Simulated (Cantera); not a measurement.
A perfectly stirred reactor is fed with 29.4 % NO, 70.6 % N2, at 0.420 bar; it is held at 2125 K, and followed from long to short residence time.

Cantera simulation using GRI-Mech 3.0 (53 species, 325 reactions); the numbers are that mechanism's predictions, not measurements.

x: mole fraction; the columns are a selection and need not sum to one.

```csv
τ (s),x NO,x N2O,x N2,x O2,x NO2
17,0.0197,(withheld),0.843,0.137,1.45e-5
6.3,0.0333,(withheld),0.836,0.130,2.40e-5
2.4,0.0608,(withheld),0.822,0.116,4.15e-5
0.88,0.114,(withheld),0.795,0.0893,6.88e-5
0.33,0.188,(withheld),0.759,0.0529,8.80e-5
0.12,0.249,(withheld),0.728,0.0221,8.00e-5
0.046,0.277,3.65e-5,0.714,0.00814,6.24e-5
0.017,0.288,3.94e-5,0.709,0.00275,4.99e-5
0.0064,0.292,3.92e-5,0.707,0.000897,4.18e-5
0.0024,0.293,3.62e-5,0.706,0.000245,3.27e-5
```

**Question.** Some entries are withheld; supply them.

**Answer.** 
- 17, x N2O: 4.60e-7
- 6.3, x N2O: 7.55e-7
- 2.4, x N2O: 1.84e-6
- 0.88, x N2O: 5.90e-6
- 0.33, x N2O: 1.59e-5
- 0.12, x N2O: 2.89e-5
